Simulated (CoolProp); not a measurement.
Vapour-liquid equilibrium of R22 (1) + R142b (2) at -78.35 °C; x and y are mole fractions of (1).

Values from CoolProp's multi-fluid Helmholtz-energy mixture model, Kamei 1995 and Lemmon 2006; pair parameters Bell 2016.

| x | bubble pressure, mixture model (MPa) | bubble pressure, Raoult's law (MPa) | y, mixture model | y, Raoult's law |
|---|---|---|---|---|
| 0.05 | [?] | 0.002311 | 0.249 | 0.253 |
| 0.2 | [?] | 0.003788 | 0.600 | 0.616 |
| 0.35 | 0.005002 | 0.005266 | 0.761 | 0.776 |
| 0.5 | 0.006409 | 0.006744 | [?] | 0.865 |
| 0.65 | 0.007922 | 0.008221 | 0.921 | 0.923 |
| 0.8 | 0.009526 | 0.009699 | 0.965 | 0.963 |
| 0.95 | 0.01115 | 0.01118 | [?] | 0.992 |

Fill in the missing entries.


- 0.05, bubble pressure, mixture model (MPa): 0.002302
- 0.2, bubble pressure, mixture model (MPa): 0.003663
- 0.5, y, mixture model: 0.857
- 0.95, y, mixture model: 0.993

The largest gap from Raoult's law is -5.0 % in bubble pressure, at x = 0.35. No azeotrope shows between x = 0.05 and 0.95.

The pair parameters rest on a limited set of measurements; away from them the model extrapolates.
